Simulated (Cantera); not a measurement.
Feed: 1 mol Fe₂O₃, 2.1 mol CH₄, 0.13 mol N₂, equilibrated at 120 Torr.

Method: chemical equilibrium by Gibbs-energy minimisation in Cantera with the NASA 1993 tables (ideal gas, pure condensed phases). Candidate condensed phases: C, C₆H₆, C₇H₈, C₈H₁₈, Fe, Fe(CO)₅, FeO, Fe(OH)₂, Fe(OH)₃, Fe₂O₃, Fe₃O₄, H₂O; 140 gas species. Rates play no part.

x: gas mole fraction; n: condensed amount in mol.

```csv
T (K),x H₂,x CO,x H₂O,x Fe,x CO₂,x N₂,x H,n Fe(γ),n Fe(δ),n Fe(l)
1473,0.539,0.301,0.114,5.22e-7,0.0258,0.0202,2.32e-5,2.00,0,0
1548,0.537,0.303,0.116,2.52e-6,0.0236,0.0202,5.64e-5,2.00,0,0
1623,0.535,0.305,0.118,___,0.0217,0.0202,___,2.00,0,0
1698,0.533,0.306,0.120,3.81e-5,0.0202,0.0202,0.000264,0,2.00,0
1773,0.532,0.308,0.121,0.000124,0.0189,0.0202,0.000519,0,2.00,0
1848,0.530,0.309,0.122,0.000356,0.0177,0.0202,0.000965,0,0,2.00
1923,0.528,0.309,0.123,0.000925,0.0167,0.0202,0.00171,0,0,1.99
1998,0.526,0.309,0.123,0.00223,0.0159,0.0201,0.00291,0,0,1.99
2073,0.522,0.309,0.124,0.00502,0.0151,0.0201,0.00475,0,0,1.97
2148,0.517,0.307,0.123,___,0.0144,0.0199,___,0,0,1.93
2223,0.507,0.304,0.122,0.0214,0.0136,0.0197,0.0114,0,0,1.86
2298,0.493,0.297,0.119,0.0409,0.0128,0.0192,0.0168,0,0,1.72
```

Some entries are withheld; supply them.


- 2148, x Fe: 0.0106
- 2148, x H: 0.00749
- 1623, x Fe: 1.04e-5
- 1623, x H: 0.000126
